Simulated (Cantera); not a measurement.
Standard-state values (1 bar) from the NASA 1993 polynomials, evaluated with Cantera. Values are per mole of reaction as written; species without (g) are pure solids or liquids, kept so even where they would boil at 1 bar.

Between 300 and 1075 K, where is each reaction favourable under standard conditions?
- NH3(g) + AlCl3(g) ⇌ 3 HCl(g) + AlN


- NH3(g) + AlCl3(g) ⇌ 3 HCl(g) + AlN: ΔG° is 14 kJ at 300 K and -49 kJ at 1075 K; it changes sign between 300 and 575 K. ΔH° is 41 kJ and ΔS° 84 J/K at 1075 K.
